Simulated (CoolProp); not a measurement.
Vapour-liquid equilibrium of propylene (1) + R115 (2) at 0.667 MPa; x and y are mole fractions of (1).

The numbers come from the multi-fluid Helmholtz-energy mixture model, Lemmon 2013 and Lemmon 2016; pair parameters Bell 2016 in CoolProp.

Task: Give the bubble temperature and the first vapour's composition at x = 0.05, 0.15, 0.45. Is there an azeotrope?

Result: x = 0.05: 284.9 K, y = 0.094; x = 0.15: 281.5 K, y = 0.250; x = 0.45: 275.6 K, y = 0.541. y crosses x between x = 0.65 and 0.75: the model has an azeotrope there.

Pair parameters are fitted to limited data, so mixtures are less certain than the pure fluids.
